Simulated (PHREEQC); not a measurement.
A PHREEQC speciation (ion-association model, phreeqc.dat) at 25 °C gives pH 1.71 and these molalities:

| species | mol/kgw |
|---|---|
| HF | 0.226 |
| H+ | 0.0223 |
| H3PO4 | 0.0143 |
| F- | 0.00890 |
| HF2- | 0.00771 |
| H2PO4- | 0.00569 |

Question: What are the element totals, and what could have been dissolved in 1 kg of water to give them?

Answer: Several could match; the one computed here: totals F 0.250, P 0.0200 mol/kgw, from 0.02 mol/kgw H3PO4 and 0.25 mol/kgw HF.

Precipitation was switched off in this run.
